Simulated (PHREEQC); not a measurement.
# Nickel, zinc or cadmium bath

Consider water at 74 °C with 0.026 mol CdSO4 and 0.00019 mol MnSO4 per kg of water. Closed to the air; pH follows from the charge balance.

Equilibrium calculation in PHREEQC: ion-association model, wateq4f.dat.

This is a speciation only: nothing precipitates in the calculation.

**Question.** What pH, ionic strength does the model give?

**Answer.** pH 5.68; ionic strength 0.0559 mol/kgw.

**Question.** In which forms is S present?

**Answer.** SO4-2 49 %, CdSO4 42 %, Cd(SO4)2-2 9.3 % of the S.

At this temperature some constants are extrapolated from 25 °C, and those without enthalpy data are left unchanged.
